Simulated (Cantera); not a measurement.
## Pb + H2O + H2 (metals in furnace atmospheres)

Charge: 1 mol Pb, 9.9 mol H2O, 290 mol H2, at 1.00 bar.

These are equilibrium values from Cantera (NASA tables, ideal gas, pure condensed phases), not measurements of a reactor. Candidate condensed phases: H2O, Pb, PbO, PbO2, Pb3O4; 12 gas species. Equilibrium is a limit: real reactors are often held back by kinetics, nucleation or transport.

At 1223 K the condensed part is Pb(l). From 1323 K to 1823 K nothing is condensed. The main Pb-bearing gas is Pb throughout.

| T (K) | log p H2 | log p H2O | log p Pb | log p H | log p OH | n Pb(l) |
|---|---|---|---|---|---|---|
| 1223 | -0.01 | -1.48 | -3.04 | -6.53 | -10.04 | 0.728 |
| 1323 | -0.02 | -1.48 | -2.48 | -5.81 | -9.11 | 0 |
| 1423 | -0.02 | -1.48 | -2.48 | -5.19 | -8.32 | 0 |
| 1523 | -0.02 | -1.48 | -2.48 | -4.64 | -7.62 | 0 |
| 1623 | -0.02 | -1.48 | -2.48 | -4.17 | -7.01 | 0 |
| 1723 | -0.02 | -1.48 | -2.48 | -3.75 | -6.47 | 0 |
| 1823 | -0.02 | -1.48 | -2.48 | -3.37 | -6.00 | 0 |
log p: log10 of the partial pressure in bar; n: condensed amount in mol.
